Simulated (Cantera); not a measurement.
## Ammonia decomposition in nitride growth gas

A perfectly stirred reactor is fed with 22.7 % NH₃, 77.3 % N₂, at 0.0500 bar; it is held at 1650 K, and followed from long to short residence time.

Cantera simulation using the gas-phase N/H chemistry of the illustrative SiF4/NH3 mechanism in the Surface Chemkin manual (1991); the numbers are that mechanism's predictions, not measurements. Walls and surfaces, which speed up NH3 decomposition in real reactors, are not modelled.

```
τ (s)   x NH₃     x NH     x NH₂   x N₂      x H    x N₂H₄       x N
------  -----  -------  --------  -----  -------  --------  --------
3.5     0.192  1.08e-6  0.000101  0.765  9.30e-6   7.63e-9   5.49e-8
1.7     0.208  1.02e-6  0.000112  0.768  5.23e-6   9.35e-9   3.80e-8
0.78    0.218  8.85e-7  0.000121  0.771  2.65e-6   1.09e-8   2.02e-8
0.37    0.223  7.23e-7  0.000125  0.772  1.30e-6   1.17e-8   9.04e-9
0.17    0.225  5.65e-7  0.000122  0.772  5.57e-7   1.11e-8   3.37e-9
0.082   0.227  4.20e-7  0.000107  0.773  2.18e-7   8.57e-9   1.15e-9
0.038   0.227  2.45e-7   7.54e-5  0.773  6.37e-8   4.27e-9  2.81e-10
0.018   0.227  9.79e-8   4.08e-5  0.773  2.04e-8   1.25e-9  6.42e-11
0.0085  0.227  2.91e-8   1.96e-5  0.773  1.19e-8  2.88e-10  2.00e-11
0.0040  0.227  7.11e-9   9.25e-6  0.773  1.04e-8  6.38e-11  5.45e-12
0.0019  0.227  1.52e-9   4.39e-6  0.773  1.00e-8  1.43e-11    <1e-12
```
x: mole fraction; the columns are a selection and need not sum to one.
